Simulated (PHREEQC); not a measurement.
Nickel, zinc or cadmium bath: an equilibrium model

Make-up at 25 °C: 0.0036 mol/kgw ZnSO4. Closed to the air; pH follows from the charge balance.

All values are PHREEQC results (ion-association model, phreeqc.dat), not measurements.

No solid was allowed to form.

Q: What pH does the model give?

A: pH 5.88.

Q: In which forms is S present?

A: SO4-2 77 %, ZnSO4 22 %, Zn(SO4)2-2 1.0 % of the S.
